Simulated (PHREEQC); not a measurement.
**Alkaline etch or developer: an equilibrium model**

Solution (35 °C): 0.0073 mol/kgw NaOH and 0.28 mol/kgw K3PO4. Closed to the air; pH follows from the charge balance.

All values are PHREEQC results (ion-association model, wateq4f.dat), not measurements.

Precipitation was switched off in this run.

**Question.** What pH, ionic strength does the model give?

**Answer.** pH 12.09; ionic strength 1.60 mol/kgw.

**Question.** In which forms is Na present?

**Answer.** Na+ 99 %, NaHPO4- 1.0 % of the Na.

The ionic strength is past about 0.7 mol/kgw, beyond the range of this activity model, so the values are rough. H3PO4, which wateq4f.dat lacks, is added to it with the constant of phreeqc.dat.
